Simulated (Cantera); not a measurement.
Charge: 1 mol Fe(CO)5, 0.028 mol O2, 57 mol H2, equilibrated at 180 Pa.

These are equilibrium values from Cantera (NASA tables, ideal gas, pure condensed phases), not measurements of a reactor. Candidate condensed phases: C, C6H6, C7H8, C8H18, Fe, Fe(CO)5, FeO, Fe(OH)2, Fe(OH)3, Fe2O3, Fe3O4, H2O; 114 gas species. Rates play no part.

log p: log10 of the partial pressure in bar; n: condensed amount in mol.

| T (K) | log p H2 | log p CO | log p H | log p Fe | n Fe(α) | n Fe(γ) | n Fe(δ) |
|---|---|---|---|---|---|---|---|
| 923 | -2.78 | -3.84 | -11.00 | <-14 | 1.00 | 0 | 0 |
| 998 | -2.78 | -3.84 | -10.06 | ? | 1.00 | 0 | 0 |
| 1073 | -2.78 | -3.84 | -9.24 | ? | 1.00 | 0 | 0 |
| 1148 | -2.78 | -3.84 | -8.54 | ? | 1.00 | 0 | 0 |
| 1223 | -2.78 | -3.84 | -7.91 | ? | 0 | 1.000 | 0 |
| 1298 | -2.78 | -3.84 | -7.36 | ? | 0 | 1.000 | 0 |
| 1373 | -2.78 | -3.84 | -6.87 | ? | 0 | 1.000 | 0 |
| 1448 | -2.78 | -3.84 | -6.43 | ? | 0 | 0.998 | 0 |
| 1523 | -2.78 | -3.84 | -6.03 | ? | 0 | 0.992 | 0 |
| 1598 | -2.78 | -3.84 | -5.67 | ? | 0 | 0.964 | 0 |
| 1673 | -2.78 | -3.84 | -5.34 | ? | 0 | 0 | 0.861 |

**Question.** Some entries are withheld; supply them.

**Answer.** 
- 998, log p Fe: -13.87
- 1073, log p Fe: -12.38
- 1148, log p Fe: -11.10
- 1223, log p Fe: -9.98
- 1298, log p Fe: -8.99
- 1373, log p Fe: -8.11
- 1448, log p Fe: -7.32
- 1523, log p Fe: -6.61
- 1598, log p Fe: -5.98
- 1673, log p Fe: -5.40
